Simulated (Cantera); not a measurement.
## Adiabatic ignition

An adiabatic, constant-pressure homogeneous reactor starts with 31.6 % H2, 14.4 % O2, 54.0 % N2, at 1723 K and 5.00 bar.

Model: GRI-Mech 3.0 (53 species, 325 reactions), integrated in Cantera. The hydrogen kinetics of GRI-Mech 3.0 are dated; newer H2 mechanisms differ, most at raised pressure. Above 3000 K some thermodynamic fits are extrapolated.

| t (s) | T (K) | x H2 | x O2 | x H | x H2O | x O | x NO | x NO2 |
|---|---|---|---|---|---|---|---|---|
| 2.00e-6 | 2278 | 0.0788 | 0.0256 | 0.0864 | 0.190 | 0.0249 | 3.69e-5 | 9.59e-9 |
| 4.85e-6 | 2803 | 0.0752 | 0.0169 | 0.0435 | 0.227 | 0.0136 | 0.000212 | 5.25e-8 |
| 1.18e-5 | 3060 | 0.0681 | 0.0119 | 0.0265 | 0.252 | 0.00808 | 0.000861 | 2.38e-7 |
| 2.85e-5 | 3093 | 0.0672 | 0.0108 | 0.0243 | 0.256 | 0.00721 | 0.00255 | 6.99e-7 |
| 6.91e-5 | 3087 | 0.0682 | 0.0101 | 0.0241 | 0.255 | 0.00684 | 0.00569 | 1.51e-6 |
| 0.000168 | 3082 | 0.0693 | 0.00939 | 0.0239 | 0.255 | 0.00649 | 0.00883 | 2.28e-6 |
| 0.000406 | 3080 | 0.0695 | 0.00923 | 0.0239 | 0.255 | 0.00640 | 0.00959 | 2.46e-6 |
| 0.000985 | 3080 | 0.0696 | 0.00923 | 0.0239 | 0.255 | 0.00640 | 0.00961 | 2.46e-6 |
| 0.00239 | 3080 | 0.0696 | 0.00923 | 0.0239 | 0.255 | 0.00640 | 0.00961 | 2.46e-6 |
| 0.00579 | 3080 | 0.0696 | 0.00923 | 0.0239 | 0.255 | 0.00640 | 0.00961 | 2.46e-6 |
| 0.0140 | 3080 | 0.0696 | 0.00923 | 0.0239 | 0.255 | 0.00640 | 0.00961 | 2.46e-6 |
| 0.0340 | 3080 | 0.0696 | 0.00923 | 0.0239 | 0.255 | 0.00640 | 0.00961 | 2.46e-6 |
| 0.0825 | 3080 | 0.0696 | 0.00923 | 0.0239 | 0.255 | 0.00640 | 0.00961 | 2.46e-6 |
| 0.200 | 3080 | 0.0696 | 0.00923 | 0.0239 | 0.255 | 0.00640 | 0.00961 | 2.46e-6 |
x: mole fraction; the columns are a selection and need not sum to one.

- time of steepest temperature rise: 1.43 µs
- temperature at 0.200 s: 3080 K
- equilibrium temperature: 3080 K
- x(H2) at 0.200 s: 0.0696 (gas-phase equilibrium 0.0696)
- x(O2) at 0.200 s: 0.00923 (gas-phase equilibrium 0.00923)
- x(H) at 0.200 s: 0.0239 (gas-phase equilibrium 0.0239)
